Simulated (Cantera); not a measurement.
Charge: 1 mol CF₄, a varied amount of H₂, at 2273 K and 56.0 mbar.

These are equilibrium values from Cantera (NASA tables, ideal gas, pure condensed phases), not measurements of a reactor. Candidate condensed phases: C, C₆H₆, C₇H₈, C₈H₁₈; 95 gas species. Gases not in the tables: C₂F₆ and larger saturated fluorocarbons. Kinetics and transport are ignored.

**Question.** What share of the C ends up in condensed phases as a function of n(H₂) (mol), at 0.86, 2, 3.2, 4.3, 5.5, 6.6, 7.8, 9?

**Answer.** 
| n(H₂) (mol) | C condensed (%) | as |
|---|---|---|
| 0.86 | 29.9 | C(graphite) |
| 2 | 99.9 | C(graphite) |
| 3.2 | 99.1 | C(graphite) |
| 4.3 | 98.3 | C(graphite) |
| 5.5 | 97.4 | C(graphite) |
| 6.6 | 96.6 | C(graphite) |
| 7.8 | 95.7 | C(graphite) |
| 9 | 94.8 | C(graphite) |
